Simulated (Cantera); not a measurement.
**Thermodynamics of boron, boron nitride and boron oxide, feed B + O₂**

Feed: 1 mol B, 0.063 mol O₂, at 2002 °C and 100000 Pa.

Cantera equilibrium calculation (NASA polynomials, part measured and part estimated; ideal gas, pure solids and liquids). Candidate condensed phases: B, B₂O₃; 10 gas species. The numbers say what is thermodynamically allowed, not how fast it happens.

```json
{
  "x(B₂O₂)": "0.696",
  "x(B₂O₃)": "0.244",
  "x(BO)": "0.0588",
  "x(B₂O)": "0.00158",
  "x(BO₂)": "5.36e-5",
  "x(B)": "7.39e-6",
  "n(B(s))": "0.888 mol",
  "gas_amount": "0.05771 mol"
}
```
